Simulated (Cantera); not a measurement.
# Moist CO burnout

A perfectly stirred reactor is fed with CO : O2 : H2O : N2 = 0.025 : 0.024 : 0.00062 : 1 (molar parts), equivalence ratio 0.52, at 0.513 atm; it is held at 1500 K, and followed from long to short residence time.

Model: GRI-Mech 3.0 (53 species, 325 reactions), integrated in Cantera.

```
τ (s)       x CO    x O2     x H2O    x CO2       x O    x N2O
------  --------  ------  --------  -------  --------  -------
5.7     0.000250  0.0112  0.000577   0.0239   6.54e-5  6.39e-7
2.0     0.000490  0.0112  0.000566   0.0236  0.000129  7.02e-7
0.73    0.000926  0.0114  0.000548   0.0232  0.000246  6.78e-7
0.26     0.00174  0.0117  0.000514   0.0223  0.000474  6.11e-7
0.093    0.00314  0.0122  0.000457   0.0209  0.000895  5.42e-7
0.033    0.00548  0.0130  0.000366   0.0185   0.00164  4.99e-7
0.012    0.00893  0.0142  0.000270   0.0150   0.00272  4.96e-7
0.0042    0.0136  0.0161  0.000235   0.0103   0.00356  5.08e-7
0.0015    0.0184  0.0188  0.000322  0.00541   0.00292  4.47e-7
```
x: mole fraction; the columns are a selection and need not sum to one.
